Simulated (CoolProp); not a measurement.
Vapour-liquid equilibrium of benzene (1) + n-heptane (2) at 463.1 K; x and y are mole fractions of (1).

Values from CoolProp's multi-fluid Helmholtz-energy mixture model, Thol 2012 and Span 2003; pair parameters Bell 2016.

Q: Give the bubble pressure and the first vapour's composition at x = 0.2, 0.5, 0.65. Is there an azeotrope?

A: x = 0.2: 0.9339 MPa, y = 0.270; x = 0.5: 1.081 MPa, y = 0.579; x = 0.65: 1.138 MPa, y = 0.707. No azeotrope shows between x = 0.05 and 0.95.

The pair parameters rest on a limited set of measurements; away from them the model extrapolates.
